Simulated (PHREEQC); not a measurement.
A solution holds 1.8 mol KCl and 0.22 mol H3BO3 per kg of water, at 20 °C. Closed to the air; pH follows from the charge balance.

The numbers come from PHREEQC with the Pitzer model, pitzer.dat.

This is a speciation only: nothing precipitates in the calculation.

Question: What pH, osmotic coefficient, activity of water does the model give?

Answer: pH 4.54; osmotic coefficient 0.901; activity of water 0.940.

In brines, pH and single-ion activities rest on the MacInnes convention.
